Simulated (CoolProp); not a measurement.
Vapour-liquid equilibrium of propane (1) + isobutene (2) at -12.95 °C; x and y are mole fractions of (1).

Values from CoolProp's multi-fluid Helmholtz-energy mixture model, Lemmon 2009 and Lemmon 2005; pair parameters Bell 2016.

Give the bubble pressure and the first vapour's composition at x = 0.05, 0.725, 0.95. Is there an azeotrope?

x = 0.05: 0.09653 MPa, y = 0.207; x = 0.725: 0.2494 MPa, y = 0.892; x = 0.95: 0.3010 MPa, y = 0.984. No azeotrope shows between x = 0.05 and 0.95.

The pair parameters rest on a limited set of measurements; away from them the model extrapolates.
